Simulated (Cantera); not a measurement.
**Thermodynamics of tantalum, niobium, vanadium and zirconium in process gases, feed Ta + CH4 + H2**

A closed system holds: 1 mol Ta, 2.9 mol CH4, 130 mol H2, held at 30.0 mbar.

Equilibrium computed with Cantera from the NASA thermochemical tables; the gas is ideal and each condensed phase is pure. Candidate condensed phases: C, C6H6, C7H8, C8H18, Ta, TaC; 77 gas species. TaC: taken at fixed stoichiometry. Condensed phases not in the tables: Ta2C. Rates play no part.

From 1648 K to 2348 K the condensed part is C(graphite) + TaC(s). From 2448 K to 2548 K the condensed part is TaC(s).

| T (K) | x H2 | x H | x C2H2 (acetylene) | x C2H | x CH4 | x C4H2 | x C3 | n C(graphite) | n TaC(s) |
|---|---|---|---|---|---|---|---|---|---|
| 1648 | 0.999 | 0.000514 | 4.47e-5 | 9.94e-11 | 4.01e-5 | 7.78e-10 | <1e-12 | 1.88 | 1.00 |
| 1748 | 0.999 | 0.00132 | 0.000113 | 1.04e-9 | 2.75e-5 | 5.00e-9 | <1e-12 | 1.87 | 1.00 |
| 1848 | 0.997 | 0.00306 | 0.000257 | 8.40e-9 | 1.96e-5 | 2.62e-8 | 1.59e-11 | 1.83 | 1.00 |
| 1948 | 0.993 | 0.00650 | 0.000535 | 5.47e-8 | 1.45e-5 | 1.15e-7 | 2.48e-10 | 1.75 | 1.00 |
| 2048 | 0.986 | 0.0128 | 0.00103 | 2.95e-7 | 1.09e-5 | 4.37e-7 | 2.93e-9 | 1.62 | 1.00 |
| 2148 | 0.974 | 0.0238 | 0.00187 | 1.36e-6 | 8.40e-6 | 1.45e-6 | 2.74e-8 | 1.38 | 1.00 |
| 2248 | 0.955 | 0.0415 | 0.00316 | 5.42e-6 | 6.51e-6 | 4.28e-6 | 2.08e-7 | 1.02 | 1.00 |
| 2348 | 0.926 | 0.0686 | 0.00506 | 1.91e-5 | 5.03e-6 | 1.14e-5 | 1.33e-6 | 0.461 | 1.00 |
| 2448 | 0.885 | 0.108 | 0.00650 | 5.10e-5 | 3.54e-6 | 1.97e-5 | 5.68e-6 | 0 | 1.00 |
| 2548 | 0.831 | 0.163 | 0.00625 | 9.71e-5 | 2.17e-6 | 1.94e-5 | 1.48e-5 | 0 | 1.00 |
x: gas mole fraction; n: condensed amount in mol.
